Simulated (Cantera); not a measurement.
Carbothermic reduction: Cu2O + C + CO

Input: 1 mol Cu2O, 0.77 mol C, 0.23 mol CO, held at 1.33 mbar.

These are equilibrium values from Cantera (NASA tables, ideal gas, pure condensed phases), not measurements of a reactor. Candidate condensed phases: C, Cu, CuO, Cu2O; 15 gas species. Rates play no part.

| T (K) | log p CO | log p CO2 | log p Cu | log p Cu2 | log p O | log p CuO | n Cu(s) | n Cu(l) |
|---|---|---|---|---|---|---|---|---|
| 1023 | -2.99 | -3.51 | -10.42 | <-14 | <-14 | <-14 | 2.00 | 0 |
| 1073 | -2.99 | -3.51 | -9.62 | <-14 | <-14 | <-14 | 2.00 | 0 |
| 1123 | -2.99 | -3.51 | -8.90 | -13.86 | <-14 | <-14 | 2.00 | 0 |
| 1173 | -2.99 | -3.51 | -8.24 | -12.93 | <-14 | <-14 | 2.00 | 0 |
| 1223 | -2.99 | -3.51 | -7.64 | -12.07 | <-14 | <-14 | 2.00 | 0 |
| 1273 | -2.99 | -3.51 | -7.08 | -11.29 | -14.55 | <-14 | 2.00 | 0 |
| 1323 | -2.99 | -3.51 | -6.57 | -10.56 | -13.72 | -14.26 | 2.00 | 0 |
| 1373 | -2.99 | -3.51 | -6.10 | -9.90 | -12.95 | -13.43 | 0 | 2.00 |
| 1423 | -2.99 | -3.51 | -5.68 | -9.32 | -12.23 | -12.68 | 0 | 2.00 |
| 1473 | -2.99 | -3.52 | -5.29 | -8.77 | -11.57 | -11.97 | 0 | 2.00 |
| 1523 | -2.99 | -3.52 | -4.92 | -8.26 | -10.95 | -11.32 | 0 | 1.99 |
| 1573 | -3.00 | -3.52 | -4.58 | -7.79 | -10.36 | -10.70 | 0 | 1.98 |
| 1623 | -3.01 | -3.53 | -4.26 | -7.35 | -9.82 | -10.13 | 0 | 1.96 |
| 1673 | -3.03 | -3.55 | -3.95 | -6.93 | -9.30 | -9.59 | 0 | 1.91 |
log p: log10 of the partial pressure in bar; n: condensed amount in mol.

From 1023 K to 1323 K the condensed part is Cu(s). From 1373 K to 1673 K the condensed part is Cu(l). The main Cu-bearing gas is Cu throughout.
